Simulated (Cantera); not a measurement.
Feed: 1 mol HMDSO, 0.1 mol H₂O, equilibrated at 1.00 bar.

Points: T (K) = 850, 1000, 1150, 1300, 1450, 1600, 1750, 1900, 2050.

Cantera's Mixture.equilibrate('TP', solver="vcs", rtol=1e-11, max_steps=5000) on the NASA tables stopped like this:

```
ERROR: FAILURE its = 5001!

*******************************************************************************
CanteraError thrown by MultiPhase::equilibrate:
VCS solver failed. Return code: -1
*******************************************************************************
```

### Question
What got this run through?

### Answer
Several could match; the one computed here: The failure is numerical, not chemical. The same input converged with solver="gibbs", rtol=1e-10, max_steps=50000, and the result passed a check of the equilibrium conditions:
```
log10 of partial pressures in bar; condensed amounts in mol
       T/K        H2       CH4        CO         H       SiO C2H2,acet       H2O       CH3     C(gr)    SiC(b) SiO2(hqz)
       850    -0.157    -0.519    -9.714   -10.767   -14.534   -11.177    -9.022    -9.946     2.436      1.45      0.55
      1000    -0.037    -1.093    -6.904    -8.662   -10.988    -8.979    -7.343    -8.482      3.87      1.45      0.55
      1150    -0.010    -1.650    -4.836    -7.132    -8.379    -7.422    -6.175    -7.501     4.351      1.45    0.5499
      1300    -0.004    -2.112    -3.254    -5.958    -6.383    -6.243    -5.298    -6.773     4.473     1.453    0.5475
      1450    -0.006    -2.493    -2.006    -5.027    -4.808    -5.318    -4.614    -6.210     4.385     1.495    0.5046
      1600    -0.047    -2.881    -0.997    -4.288    -3.535    -4.607    -4.103    -5.814     3.012     1.957   0.03972
      1750    -0.050    -3.140    -0.969    -3.658    -3.289    -3.990    -4.453    -5.441     2.901     1.995         0
      1900    -0.050    -3.351    -0.970    -3.126    -3.107    -3.468    -4.769    -5.124     2.904     1.992         0
      2050    -0.051    -3.531    -0.972    -2.670    -2.954    -3.025    -5.039    -4.856       2.9     1.988         0
```

The gas is ideal and each condensed phase is pure. The feed counts by its element totals alone. Mutual solubility and eutectic melting of coexisting phases are not modelled. The tables hold silica as quartz up to 1696 K and as liquid above; real silica turns to tridymite and cristobalite and melts near 1996 K.
